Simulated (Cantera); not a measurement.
# SiF₄ + N₂ (silicon nitride deposition)

Charge: 1 mol SiF₄, 3.9 mol N₂, held at 1302 °C and 10000 Pa.

Cantera equilibrium calculation (NASA polynomials, part measured and part estimated; ideal gas, pure solids and liquids). Candidate condensed phases: Si, Si₃N₄; 16 gas species. Equilibrium is a limit: real reactors are often held back by kinetics, nucleation or transport.

The x(N₂) comes out as 0.796 and the x(SiF₄) is 0.204. The x(SiF₃) is 1.81e-6, the x(F) is 1.81e-6 and the gas amount is 4.900 mol. The log10 activity of Si(s) (absent) is -18.47.
